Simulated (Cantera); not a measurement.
A closed system holds: 1 mol BCl3, 0.17 mol O2, 53 mol H2, held at 700 °C and 0.133 bar.

Method: chemical equilibrium by Gibbs-energy minimisation in Cantera with the NASA 1993 tables (ideal gas, pure condensed phases). Candidate condensed phases: B, B2O3, B3O3H3, H2O; 33 gas species. Gases not in the tables: BHCl2. Kinetics and transport are ignored.

What is the equilibrium state?


```
Property                                 Result
------------------------------------  ---------
x(H2)                                     0.960
x(HCl)                                   0.0311
x(BCl3)                                 0.00722
x(B3O3H3)                               0.00122
x(B3O3Cl3)                             0.000866
x(HBO)                                  1.03e-6
n(B(s))                               0.269 mol
gas amount                            54.25 mol
log10 activity of B3O3H3(s) (absent)      -7.43
```
